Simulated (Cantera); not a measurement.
# Si + Cl2 + H2 (chlorosilane synthesis and conversion)

A closed system holds: 1 mol Si, a varied amount of Cl2, 2.7 mol H2, held at 575 K and 101000 Pa.

These are equilibrium values from Cantera (NASA tables, ideal gas, pure condensed phases), not measurements of a reactor. Candidate condensed phases: Si; 19 gas species. Equilibrium is a limit: real reactors are often held back by kinetics, nucleation or transport.

```tsv
n(Cl2) (mol)	x H2	x HCl	x SiCl4	x SiHCl3	x SiH2Cl2	x SiH3Cl	x SiCl3	n Si(s)
0.5	0.903	1.70e-5	0.0534	0.0421	0.00153	1.05e-5	5.47e-8	0.717
0.66	0.876	1.80e-5	0.0710	0.0513	0.00171	1.08e-5	6.78e-8	0.629
0.88	0.841	1.90e-5	0.0947	0.0624	0.00190	1.09e-5	8.41e-8	0.509
1.2	0.795	1.99e-5	0.128	0.0758	0.00208	1.08e-5	1.05e-7	0.335
1.6	0.743	2.05e-5	0.166	0.0893	0.00222	1.04e-5	1.28e-7	0.120
2.1	0.684	0.0527	0.263	5.08e-5	4.52e-10	<1e-12	7.59e-11	0
2.7	0.455	0.318	0.227	4.82e-6	4.72e-12	<1e-12	8.85e-12	0
```
x: gas mole fraction; n: condensed amount in mol.

From 0.5 mol Cl2 to 1.6 mol Cl2 the condensed part is Si(s). From 2.1 mol Cl2 to 2.7 mol Cl2 nothing is condensed. The main Si-bearing gas is SiCl4 throughout.
